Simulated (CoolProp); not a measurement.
Vapour pressure (kPa) of propylene: the reference equation beside estimates from Tc = 91.1 °C, pc = 4555 kPa, ω = 0.146. Clausius-Clapeyron is anchored at -17.95 °C with a constant enthalpy of vaporisation of 16.96 kJ/mol.

Model: reference Helmholtz-energy equation of state, Lemmon 2013, in CoolProp.

```csv
T (°C),reference,Clausius-Clapeyron,Soave-Redlich-Kwong,Peng-Robinson
-61.55,51.27,[?],50.59,52.06
-55.35,70.29,83.20,69.47,71.05
-49.05,94.90,108.3,93.98,95.58
-42.85,125.2,[?],124.3,125.8
-36.65,162.6,[?],161.6,162.9
-30.45,208.0,217.5,207.2,208.0
-24.15,263.4,269.0,262.9,263.1
-17.95,328.3,328.3,328.2,[?]
-11.75,404.4,396.8,405.1,403.5
-5.55,493.1,475.4,494.9,491.9
0.65,595.5,565.0,598.7,594.1
6.95,714.9,[?],719.9,713.4
13.15,848.7,782.2,855.9,847.4
19.35,1000,[?],1010,999.3
25.55,1170,1051,1183,1170
```

Problem. What belongs in the gaps?

Solution. 
- -61.55, Clausius-Clapeyron: 63.23
- -42.85, Clausius-Clapeyron: 138.3
- -36.65, Clausius-Clapeyron: 174.5
- -17.95, Peng-Robinson: 327.6
- 6.95, Clausius-Clapeyron: 668.0
- 19.35, Clausius-Clapeyron: 909.7

Absolute difference from the reference over all 15 rows, mean and median: Clausius-Clapeyron 8.3 and 7.3 %, Soave-Redlich-Kwong 0.7 and 0.7 %, Peng-Robinson 0.4 and 0.2 %.
